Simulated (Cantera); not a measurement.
A closed system holds: 1 mol Si, 0.72 mol H2, held at 0.133 bar.

Equilibrium computed with Cantera from the NASA thermochemical tables; the gas is ideal and each condensed phase is pure. Candidate condensed phases: Si; 9 gas species. Gases not in the tables: Si2H6 and higher silanes. Kinetics and transport are ignored.

x: gas mole fraction; n: condensed amount in mol.

```json
[
 {"T (°C)": "325", "x H2": "1.00", "x H": "<1e-12", "x SiH2": "<1e-12", "x Si": "<1e-12", "x SiH": "<1e-12", "x SiH4": "7.57e-9", "x SiH3": "<1e-12", "n Si(s)": "1.00", "n Si(l)": "0"},
 {"T (°C)": "425", "x H2": "1.00", "x H": "<1e-12", "x SiH2": "<1e-12", "x Si": "<1e-12", "x SiH": "<1e-12", "x SiH4": "1.59e-8", "x SiH3": "<1e-12", "n Si(s)": "1.00", "n Si(l)": "0"},
 {"T (°C)": "525", "x H2": "1.00", "x H": "7.30e-12", "x SiH2": "<1e-12", "x Si": "<1e-12", "x SiH": "<1e-12", "x SiH4": "2.69e-8", "x SiH3": "<1e-12", "n Si(s)": "1.00", "n Si(l)": "0"},
 {"T (°C)": "625", "x H2": "1.00", "x H": "3.00e-10", "x SiH2": "?", "x Si": "<1e-12", "x SiH": "<1e-12", "x SiH4": "4.00e-8", "x SiH3": "<1e-12", "n Si(s)": "1.00", "n Si(l)": "0"},
 {"T (°C)": "725", "x H2": "1.00", "x H": "5.89e-9", "x SiH2": "?", "x Si": "<1e-12", "x SiH": "<1e-12", "x SiH4": "5.46e-8", "x SiH3": "1.61e-12", "n Si(s)": "1.00", "n Si(l)": "0"},
 {"T (°C)": "825", "x H2": "1.00", "x H": "6.77e-8", "x SiH2": "?", "x Si": "<1e-12", "x SiH": "1.81e-12", "x SiH4": "7.01e-8", "x SiH3": "1.45e-11", "n Si(s)": "1.00", "n Si(l)": "0"},
 {"T (°C)": "925", "x H2": "1.000", "x H": "5.21e-7", "x SiH2": "?", "x Si": "9.66e-12", "x SiH": "5.36e-11", "x SiH4": "8.63e-8", "x SiH3": "8.98e-11", "n Si(s)": "1.00", "n Si(l)": "0"},
 {"T (°C)": "1025", "x H2": "1.000", "x H": "2.93e-6", "x SiH2": "?", "x Si": "3.05e-10", "x SiH": "9.34e-10", "x SiH4": "1.03e-7", "x SiH3": "4.20e-10", "n Si(s)": "1.00", "n Si(l)": "0"},
 {"T (°C)": "1125", "x H2": "1.000", "x H": "1.30e-5", "x SiH2": "?", "x Si": "5.85e-9", "x SiH": "1.08e-8", "x SiH4": "1.20e-7", "x SiH3": "1.57e-9", "n Si(s)": "1.00", "n Si(l)": "0"},
 {"T (°C)": "1225", "x H2": "1.000", "x H": "4.71e-5", "x SiH2": "?", "x Si": "7.53e-8", "x SiH": "8.89e-8", "x SiH4": "1.36e-7", "x SiH3": "4.93e-9", "n Si(s)": "1.000", "n Si(l)": "0"},
 {"T (°C)": "1325", "x H2": "1.000", "x H": "0.000146", "x SiH2": "?", "x Si": "7.01e-7", "x SiH": "5.62e-7", "x SiH4": "1.53e-7", "x SiH3": "1.34e-8", "n Si(s)": "1.000", "n Si(l)": "0"},
 {"T (°C)": "1425", "x H2": "1.000", "x H": "0.000396", "x SiH2": "?", "x Si": "4.93e-6", "x SiH": "2.80e-6", "x SiH4": "1.67e-7", "x SiH3": "3.17e-8", "n Si(s)": "0", "n Si(l)": "1.000"}
]
```

Question: Some entries are withheld; supply them.

Answer: 
- 625, x SiH2: 3.45e-12
- 725, x SiH2: 8.84e-11
- 825, x SiH2: 1.25e-9
- 925, x SiH2: 1.14e-8
- 1025, x SiH2: 7.39e-8
- 1125, x SiH2: 3.66e-7
- 1225, x SiH2: 1.46e-6
- 1325, x SiH2: 4.89e-6
- 1425, x SiH2: 1.40e-5
